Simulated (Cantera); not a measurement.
**Low-pressure radical oxidation in H2/O2**

A perfectly stirred reactor is fed with H2 : O2 = 0.43 : 1 (molar parts), equivalence ratio 0.21, at 340 Pa; it is held at 1275 K, and followed from long to short residence time.

Cantera simulation using the H2/O2 subset of GRI-Mech 3.0, which has no nitrogen chemistry; the numbers are that mechanism's predictions, not measurements. Radical loss at walls, strong at low pressure, is not modelled. The temperature is held fixed by assumption; the heat of reaction is taken as removed at once.

```csv
τ (s),x H2,x O2,x OH,x H,x HO2,x H2O
0.78,0.00641,0.621,0.00957,0.0153,2.54e-6,0.325
0.24,0.0116,0.597,0.0126,0.0401,2.55e-6,0.294
0.076,0.0171,0.569,0.0148,0.0759,2.32e-6,0.255
0.024,0.0218,0.552,0.0159,0.102,2.13e-6,0.226
0.0074,0.0303,0.551,0.0171,0.112,2.03e-6,0.208
0.0023,0.0528,0.564,0.0186,0.110,1.94e-6,0.184
0.00072,0.113,0.600,0.0183,0.0878,1.70e-6,0.135
0.00023,0.258,0.677,0.00562,0.0202,9.42e-7,0.0295
```
x: mole fraction; the columns are a selection and need not sum to one.
